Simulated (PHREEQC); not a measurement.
Make-up at 25 °C: 0.028 mol NH3, 3.3e-05 mol H4SiO4 and 0.00024 mol KH2PO4 per kg of water. Closed to the air; pH follows from the charge balance.

Model: ion-association model, phreeqc.dat, run in PHREEQC.

Each row changes one thing in this solution. No solid was allowed to form.

```tsv
case	pH	ionic strength (mol/kgw)	NH3 (mol/kgw)	NH4+ (mol/kgw)
as made	10.75	0.00137	0.0271	0.000875
H4SiO4 left out	10.76	0.00135	0.0271	0.000858
diluted 2-fold with water	10.62	0.000823	0.0134	0.000578
KH2PO4 left out	10.83	0.000733	0.0273	0.000733
diluted 100-fold with water	9.78	6.87e-5	0.000216	6.38e-5
H4SiO4 replaced by K2SiO3 at the same molality	10.77	0.00140	0.0272	0.000838
H4SiO4 from 3.3e-05 to 4.95e-05 mol/kgw	10.75	0.00138	0.0271	0.000884
temperature from 25 to 80 °C	9.35	0.00134	0.0271	0.000861
```

At this temperature some constants are extrapolated from 25 °C, and those without enthalpy data are left unchanged.
